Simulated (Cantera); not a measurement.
Adiabatic ignition

An adiabatic, constant-pressure homogeneous reactor starts with CH₄ : CO : O₂ : N₂ : CO₂ = 1 : 0.54 : 3.78 : 37.8 : 12 (molar parts), equivalence ratio 0.60, at 1225 K and 1500000 Pa.

Model: GRI-Mech 3.0 (53 species, 325 reactions), integrated in Cantera. The pressure lies above the range GRI-Mech 3.0 was tuned for (to about 10 atm).

```
t (s)     T (K)   x CH₄     x CO    x O₂   x C₂H   x CH₂CO    x C₂H₂
--------  -----  ------  -------  ------  ------  --------  --------
3.00e-6    1225  0.0181  0.00980  0.0686  <1e-12    <1e-12    <1e-12
7.00e-6    1225  0.0181  0.00980  0.0686  <1e-12    <1e-12    <1e-12
1.63e-5    1225  0.0181  0.00980  0.0686  <1e-12    <1e-12    <1e-12
3.82e-5    1225  0.0181  0.00980  0.0686  <1e-12    <1e-12    <1e-12
8.91e-5    1225  0.0181  0.00980  0.0686  <1e-12  4.02e-12    <1e-12
0.000208   1225  0.0181  0.00980  0.0686  <1e-12  2.81e-11    <1e-12
0.000486   1225  0.0181  0.00980  0.0686  <1e-12  1.88e-10    <1e-12
0.00113    1225  0.0181  0.00979  0.0686  <1e-12  9.57e-10  1.27e-11
0.00265    1226  0.0180  0.00978  0.0685  <1e-12   6.59e-9  2.66e-10
0.00618    1232  0.0172  0.00983  0.0678  <1e-12   5.02e-7   3.12e-8
0.0144     1651  <1e-12  1.48e-5  0.0275  <1e-12    <1e-12    <1e-12
0.0337     1651  <1e-12  1.48e-5  0.0275  <1e-12    <1e-12    <1e-12
0.0786     1651  <1e-12  1.48e-5  0.0275  <1e-12    <1e-12    <1e-12
0.183      1651  <1e-12  1.48e-5  0.0275  <1e-12    <1e-12    <1e-12
0.428      1651  <1e-12  1.48e-5  0.0275  <1e-12    <1e-12    <1e-12
1.00       1651  <1e-12  1.48e-5  0.0275  <1e-12    <1e-12    <1e-12
```
x: mole fraction; the columns are a selection and need not sum to one.

| Quantity | Value |
|---|---|
| time of steepest temperature rise | 7.88 ms |
| temperature at 1.00 s | 1651 K |
| equilibrium temperature | 1649 K |
| x(CH₄) at 1.00 s | <1e-12 (gas-phase equilibrium <1e-12) |
| x(CO) at 1.00 s | 1.48e-5 (gas-phase equilibrium 1.46e-5) |
| x(O₂) at 1.00 s | 0.0275 (gas-phase equilibrium 0.0271) |
